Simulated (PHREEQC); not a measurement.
Solution A (58 mmol/kgw NH4HF2, 63 mmol/kgw H2SiF6 and 0.092 mmol/kgw HCl) is mixed with solution B (0.0027 mol H2SO4 per kg of water) at 90 °C; shares are by mass of water, 1 kg in all. Oxygen alone is held at its pressure in air (log pO2 = -0.68). No CO2 enters from the air. Only these solids could form: Quartz.

The numbers come from PHREEQC with the ion-association model, phreeqc.dat.

**Question.** Predict pH at share of solution B = 0.5, 0.65, 0.9.

**Answer.** 
| share of solution B | pH |
|---|---|
| 0.5 | 1.54 |
| 0.65 | 1.70 |
| 0.9 | 2.26 |

Away from 25 °C the constants follow the database's enthalpies or fits; those with neither stay at their 25 °C values. SiF6-2 is the database's only silicon fluoride.
